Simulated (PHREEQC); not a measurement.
PHREEQC input (ion-association model, wateq4f.dat):

```
PHASES
  Fix_H+
    H+ = H+
    -log_k 0
SOLUTION 1
  temp 10
  units mol/kgw
  pH 7 charge
  Cl 0.001
  Na 0.001
END
SELECTED_OUTPUT 1
  -reset false
  -pH true
  -pe true
  -ionic_strength true
  -water true
  -totals Ca Cl Na S S(-2) S(6)
  -molalities H+ Ca+2 Cl- Na+ SO4-2 CaSO4 NaSO4- CaOH+ HSO4- H2S
    HS- S-2 O2 OH- CaHSO4+
  -equilibrium_phases Gypsum Portlandite Mirabilite
PRINT
  -reset false
USE solution 1
EQUILIBRIUM_PHASES 1
  Fix_H+ -2 HCl 10
    -force_equality true
  Gypsum 0 0.1
  Portlandite 0 0
  Mirabilite 0 0
  O2(g) -0.68 10
END
# ... the last block is repeated for the other 20 points of pH, with NaOH or the acid as the point needs
```

Selected output (columns that matter, 12 of 21 rows; pH added in front):

```
pH	mu	Ca	Cl	Na	S	m_H+	m_Ca+2	m_Cl-	m_Na+	m_SO4-2	m_CaSO4	m_HSO4-	m_OH-	Gypsum
2	0.062849	0.018017	0.016812	0.00099935	0.018017	0.011801	0.013389	0.016812	0.00098064	0.0096297	0.0043561	0.0037403	3.654e-13	0.081971
2.8	0.045037	0.015127	0.0035451	0.00099945	0.015127	0.0018412	0.010715	0.0035451	0.00097808	0.010031	0.0043697	0.00066235	2.2438e-12	0.084865
3.6	0.042167	0.014634	0.0014044	0.00099947	0.014634	0.00029093	0.010255	0.0014044	0.00097751	0.010126	0.0043719	0.00010738	1.4086e-11	0.085358
4	0.041841	0.014577	0.0011608	0.00099947	0.014577	0.00011578	0.010203	0.0011608	0.00097744	0.010138	0.0043722	4.2862e-05	3.5362e-11	0.085415
4.8	0.04166	0.014546	0.001025	0.00099948	0.014546	1.8346e-05	0.010173	0.001025	0.00097741	0.010144	0.0043723	6.8034e-06	2.2304e-10	0.085447
5.6	0.041631	0.014541	0.0010035	0.00099948	0.014541	2.9076e-06	0.010168	0.0010035	0.0009774	0.010145	0.0043723	1.0785e-06	1.4072e-09	0.085452
6.4	0.041626	0.01454	0.0010001	0.00099948	0.01454	4.6082e-07	0.010168	0.0010001	0.0009774	0.010145	0.0043723	1.7094e-07	8.879e-09	0.085452
7.2	0.041625	0.01454	0.00099951	0.00099948	0.01454	7.3035e-08	0.010167	0.00099951	0.0009774	0.010145	0.0043723	2.7092e-08	5.6023e-08	0.085453
8	0.041626	0.01454	0.00099948	0.00099991	0.01454	1.1575e-08	0.010167	0.00099948	0.00097783	0.010145	0.0043723	4.2939e-09	3.5348e-07	0.085452
8.4	0.041627	0.01454	0.00099948	0.0010006	0.01454	4.6082e-09	0.010167	0.00099948	0.00097851	0.010146	0.0043723	1.7094e-09	8.879e-07	0.085452
9.2	0.041635	0.014541	0.00099948	0.0010067	0.014541	7.3035e-10	0.010167	0.00099948	0.00098443	0.010147	0.0043723	2.7095e-10	5.6023e-06	0.085451
10	0.041686	0.014549	0.00099948	0.0010449	0.014549	1.1576e-10	0.010167	0.00099948	0.0010218	0.010154	0.0043723	4.2961e-11	3.5352e-05	0.085443
```

Away from 25 °C the constants follow the database's enthalpies or fits; those with neither stay at their 25 °C values.
